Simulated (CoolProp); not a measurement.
n-decane at several states: density (kg/m³) from the reference equation and from simpler models built on Tc = 617.7 K, pc = 2.101 MPa, ω = 0.488; each cubic takes its own stable root.

The numbers come from the reference Helmholtz-energy equation of state, Lemmon 2006 in CoolProp. It is a short technical equation, of lower accuracy than the large ones.

```tsv
T (K)	p (MPa)	phase	reference
482.7	0.033	gas	1.187
300.9	0.0828	liquid	724.4
359.2	2.23	liquid	681.2
435.5	1.08	liquid	616.7
371.5	0.339	liquid	669.1
```

Task: How far does each simpler model (van der Waals, Redlich-Kwong, Peng-Robinson) lie from the reference over these 5 states: mean and median of the absolute difference, and the worst?

Result: 
- van der Waals: mean 37.0 %, median 45.6 %, worst -46.9 % at 300.9 K and 0.0828 MPa
- Redlich-Kwong: mean 16.9 %, median 21.0 %, worst -21.5 % at 435.5 K and 1.08 MPa
- Peng-Robinson: mean 4.7 %, median 5.5 %, worst -7.6 % at 300.9 K and 0.0828 MPa
